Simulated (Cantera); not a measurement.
A closed system holds: 1 mol PH3, 0.13 mol O2, 0.052 mol H2, equilibrated at 7.00 mbar.

Cantera equilibrium calculation (NASA polynomials, part measured and part estimated; ideal gas, pure solids and liquids). Candidate condensed phases: H2O, P, P4O10; 17 gas species. Gases not in the tables: HPO2, HPO3 and P4O6. The numbers say what is thermodynamically allowed, not how fast it happens.

At 1800 °C, list the 4 most abundant gas species with their mole fractions, and the condensed phases.

H2 0.677, P2 0.178, PO 0.0939, H 0.0259. Condensed: gas only.
